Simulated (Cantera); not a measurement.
An isothermal, constant-pressure homogeneous reactor starts with 43.4 % N₂O, 0.148 % H₂, 56.4 % N₂, at 1275 K and 67000 Pa.

Model: GRI-Mech 3.0 (53 species, 325 reactions), integrated in Cantera. GRI-Mech 3.0 was tuned for natural gas; its chemistry of N2O as a main component is partial and can be far from experiment. The mechanism lacks the step 2 NO + O2 → 2 NO2, which can matter for NO2 below about 1400 K. The temperature is held fixed by assumption; the heat of reaction is taken as removed at once.

x: mole fraction; the columns are a selection and need not sum to one.

```csv
t (s),x N₂O,x H₂,x NO,x O₂,x N₂,x H₂O,x HO₂
0.000500,0.434,…,4.24e-5,0.000127,0.565,0.000135,3.92e-6
0.00162,0.432,…,0.000136,0.000444,0.566,0.000606,4.58e-6
0.00522,0.429,…,0.000420,0.00148,0.568,0.00121,2.28e-6
0.0169,0.419,…,0.00136,0.00473,0.573,0.00144,6.05e-7
0.0545,0.392,…,0.00432,0.0146,0.588,0.00145,1.95e-7
0.176,0.317,…,0.0121,0.0415,0.628,0.00140,7.21e-8
0.568,0.172,…,0.0262,0.0940,0.707,0.00131,2.79e-8
1.84,0.0377,…,0.0359,0.144,0.781,0.00123,1.13e-8
5.93,0.00117,3.43e-10,0.0366,0.159,0.802,0.00121,3.13e-9
19.2,4.09e-7,2.06e-10,0.0366,0.159,0.803,0.00121,2.38e-9
61.9,3.66e-7,2.06e-10,0.0365,0.159,0.803,0.00121,2.38e-9
200,3.65e-7,2.06e-10,0.0365,0.159,0.803,0.00121,2.38e-9
```

Task: What belongs in the gaps?

Result: 
- 0.000500, x H₂: 0.00133
- 0.00162, x H₂: 0.000856
- 0.00522, x H₂: 0.000257
- 0.0169, x H₂: 2.15e-5
- 0.0545, x H₂: 5.15e-8
- 0.176, x H₂: 9.07e-9
- 0.568, x H₂: 7.31e-9
- 1.84, x H₂: 3.35e-9
